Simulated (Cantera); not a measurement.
## BCl₃ + H₂ + NH₃ (boron, boron nitride and boron oxide)

Input: 1 mol BCl₃, 9.2 mol H₂, 0.12 mol NH₃, at 1773.15 K and 13.3 mbar.

These are equilibrium values from Cantera (NASA tables, ideal gas, pure condensed phases), not measurements of a reactor. Candidate condensed phases: B, BN, NH₄Cl; 21 gas species. Mutual solubility and eutectic melting of coexisting phases are not modelled. The tables' values for BCl, BCl₂, BH₂ are old estimates; treat these amounts as uncertain. Gases not in the tables: BHCl₂. Equilibrium is a limit: real reactors are often held back by kinetics, nucleation or transport.

```yaml
x(H₂): 0.730
x(HCl): 0.253
x(BCl): 0.0101
x(BCl₃): 0.00239
x(H): 0.00211
x(BCl₂): 0.00175
x(Cl): 0.000561
x(N₂): 0.000193
x(BH₂): 7.82e-5
n(B(s)): 0.728 mol
n(BN(s)): 0.116 mol
gas_amount: 10.94 mol
```
